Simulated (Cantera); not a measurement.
## Silicates and aluminates: SiO2 + Al2O3 + N2

Charge: 1 mol SiO2, 3 mol Al2O3, 0.15 mol N2, held at 13.3 mbar.

Equilibrium computed with Cantera from the NASA thermochemical tables; the gas is ideal and each condensed phase is pure. Candidate condensed phases: Al, AlN, Al2O3, Al2SiO5, Al6Si2O13, Si, SiO2, Si2N2O, Si3N4; 23 gas species. Mutual solubility and eutectic melting of coexisting phases are not modelled. Condensed phases not in the tables: alloys, solid solutions and most ternary compounds. Equilibrium is a limit: real reactors are often held back by kinetics, nucleation or transport.

```
T (K)  x N2     x SiO      x NO  n Al2O3(s)  n Al2SiO5(andalusite)  n Al6Si2O13(mullite)
-----  ----  --------  --------  ----------  ---------------------  --------------------
900    1.00    <1e-12    <1e-12        2.00                   1.00                     0
950    1.00    <1e-12    <1e-12        2.00                   1.00                     0
1000   1.00    <1e-12    <1e-12        2.00                   1.00                     0
1050   1.00    <1e-12    <1e-12        2.00                   1.00                     0
1100   1.00    <1e-12    <1e-12        2.00                   1.00                     0
1150   1.00  1.09e-12  1.31e-12        1.50                      0                 0.500
1200   1.00  8.12e-12  7.99e-12        1.50                      0                 0.500
1250   1.00  4.66e-11  4.66e-11        1.50                      0                 0.500
1300   1.00  2.35e-10  2.35e-10        1.50                      0                 0.500
1350   1.00   1.05e-9   1.05e-9        1.50                      0                 0.500
1400   1.00   4.23e-9   4.20e-9        1.50                      0                 0.500
1450   1.00   1.54e-8   1.52e-8        1.50                      0                 0.500
1500   1.00   5.18e-8   5.06e-8        1.50                      0                 0.500
```
x: gas mole fraction; n: condensed amount in mol.

From 900 K to 1100 K the condensed part is Al2O3(s) + Al2SiO5(andalusite). From 1150 K to 1500 K the condensed part is Al2O3(s) + Al6Si2O13(mullite).
